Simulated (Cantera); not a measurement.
Feed: 1 mol Si, 1.3 mol HBr, 1.4 mol H₂, equilibrated at 158 Torr.

These are equilibrium values from Cantera (NASA tables, ideal gas, pure condensed phases), not measurements of a reactor. Candidate condensed phases: Br₂, Si; 19 gas species. The tables' values for SiBr₃ are old estimates; treat these amounts as uncertain. Equilibrium is a limit: real reactors are often held back by kinetics, nucleation or transport.

At 1050 K, list the 5 most abundant gas species with their mole fractions, and the condensed phases.

H₂ 0.825, SiBr₄ 0.112, HBr 0.0453, SiHBr₃ 0.0124, SiBr₂ 0.00303. Condensed: Si(s).
